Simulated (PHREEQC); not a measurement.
## Ultrapure water in contact with air or piping (model solution)

Synthetic water in mg/kgw, 20 °C, pH 6.42, pe 11.8: Na 0.25; K 7.62e-06; Ca 0.0631; Mg 0.00722; Cl 0.105; S(6) as SO4 0.264; Alkalinity as HCO3 0.376; Si as SiO2 0.000119; Cu(2) 0.00204.

Valence states are taken as typed.

All values are PHREEQC results (ion-association model, phreeqc.dat), not measurements.

```
Quantity                       Result
--------------------  ---------------
ionic strength        1.97e-5 mol/kgw
charge-balance error            0.2 %
```

```csv
species,molality,activity,log γ
Na+,1.09e-5,1.08e-5,-0.002
HCO3-,6.52e-6,6.48e-6,-0.002
CO2,5.94e-6,5.94e-6,0.000
Cl-,2.96e-6,2.95e-6,-0.002
SO4-2,2.75e-6,2.69e-6,-0.009
Ca+2,1.57e-6,1.54e-6,-0.009
H+,3.82e-7,3.80e-7,-0.002
Mg+2,2.97e-7,2.91e-7,-0.009
Cu+2,2.73e-8,2.68e-8,-0.009
OH-,1.81e-8,1.80e-8,-0.002
Cu(OH)2,3.87e-9,3.87e-9,0.000
```

Precipitation was switched off in this run. Complexes and solids missing from the database can't appear. The database's constant for dissolved Cu(OH)2 is higher than later reviews accept.
